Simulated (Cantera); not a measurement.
Input (Python, Cantera) and output of one run.

```python
import numpy as np
import cantera as ct

gas_names = """
    H HO2 H2 H2O H2O2 O OH O2 O3 Pb PbO Pb2
""".split()
cond_names = """
    H2O(s) H2O(L) Pb(cr) Pb(L) PbO(rd) PbO(yw) PbO(L) PbO2(s) Pb3O4(s)
""".split()


# ... load() reads the species with a 1 bar reference pressure and builds the phases ...
atoms = {
    'Pb': {'Pb': 1},
    'O2': {'O': 2},
    'H2': {'H': 2},
}
top_T = {'Pb3O4(s)': 820}  # K; cautious upper limits of use, not melting points


# ... equilibrate(T, P, feed) seeds the gas with the atoms and calls Mixture.equilibrate('TP', solver="vcs", rtol=1e-11, max_steps=5000) ...
results = []
T = 1225  # K
P = 14  # Pa
for m in [2.3, 6.9, 11, 16, 21, 25, 30, 35]:
    feed = {'Pb': 1, 'O2': 0.017, 'H2': m}  # mol
    mix = equilibrate(T, P, feed)
    results.append((T, P, feed, dict(zip(mix.species_names, mix.species_moles))))
    x = sorted(zip(gas.X, gas.species_names), reverse=True)
    print(f"T = {T:g} K  P = {P:g} Pa  n(H2) = {m:g} mol  gas = {mix.phase_moles(0):.4g} mol")
    print("   x: " + "  ".join(f"{s} {v:.3e}" for v, s in x if v > 0.001))
    print("   condensed (mol): " + ("  ".join(f"{mix.phase(i).name} {mix.phase_moles(i):.4g}"
          for i in range(1, mix.n_phases) if mix.phase_moles(i) > 1e-12) or "none"))
```

It prints:

```
T = 1225 K  P = 14 Pa  n(H2) = 2.3 mol  gas = 3.3 mol
   x: H2 6.866e-01  Pb 3.030e-01  H2O 1.030e-02
   condensed (mol): none
T = 1225 K  P = 14 Pa  n(H2) = 6.9 mol  gas = 7.9 mol
   x: H2 8.691e-01  Pb 1.266e-01  H2O 4.304e-03
   condensed (mol): none
T = 1225 K  P = 14 Pa  n(H2) = 11 mol  gas = 12 mol
   x: H2 9.138e-01  Pb 8.333e-02  H2O 2.833e-03
   condensed (mol): none
T = 1225 K  P = 14 Pa  n(H2) = 16 mol  gas = 17 mol
   x: H2 9.392e-01  Pb 5.882e-02  H2O 2.000e-03
   condensed (mol): none
T = 1225 K  P = 14 Pa  n(H2) = 21 mol  gas = 22 mol
   x: H2 9.530e-01  Pb 4.545e-02  H2O 1.545e-03
   condensed (mol): none
T = 1225 K  P = 14 Pa  n(H2) = 25 mol  gas = 26 mol
   x: H2 9.602e-01  Pb 3.846e-02  H2O 1.308e-03
   condensed (mol): none
T = 1225 K  P = 14 Pa  n(H2) = 30 mol  gas = 31 mol
   x: H2 9.666e-01  Pb 3.226e-02  H2O 1.097e-03
   condensed (mol): none
T = 1225 K  P = 14 Pa  n(H2) = 35 mol  gas = 36 mol
   x: H2 9.713e-01  Pb 2.778e-02
   condensed (mol): none
```

Method: chemical equilibrium by Gibbs-energy minimisation in Cantera with the NASA 1993 tables (ideal gas, pure condensed phases).
